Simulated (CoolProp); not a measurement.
The fluid at 298.15 K and 10.2 MPa is throttled through a valve to 2.38 MPa with no heat exchange. The same conditions are run with several fluids, on thermodynamics alone (safety and materials aside).

Values from CoolProp's reference Helmholtz-energy equation of state of each fluid (chlorine: Thol 2021; R113: Marx 1992; cyclohexane: Zhou 2014; p-xylene: Zhou 2012; carbonyl sulfide: Lemmon 2006).

Task: Rank chlorine, R113, cyclohexane, p-xylene, carbonyl sulfide by temperature change (K), highest first.

Result: p-xylene (+3.7), cyclohexane (+3.5), R113 (+3.1), chlorine (+2.1), carbonyl sulfide (+1.1)

| fluid | final density (kg/m³) |
|---|---|
| chlorine | 1390 |
| R113 | 1560 |
| cyclohexane | 773 |
| p-xylene | 855 |
| carbonyl sulfide | 992 |
